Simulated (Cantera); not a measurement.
# Ignition delay

Mixture: 13.7 % CO, 17.9 % H2, 14.4 % O2, 54.0 % N2, at 0.553 atm, adiabatic and at constant volume. Ignition delay is the time to a rise of 400 K.

Detailed kinetics in Cantera: GRI-Mech 3.0 (53 species, 325 reactions). Below about 950 K walls govern HO2 and H2O2 in real vessels.

```tsv
T0 (K)	delay (ms)
850	230
900	5.96
950	0.768
1000	0.367
1050	0.229
1100	0.159
1150	0.119
```

```yaml
apparent activation energy between 1050 and 1150 K: 66 kJ/mol
```
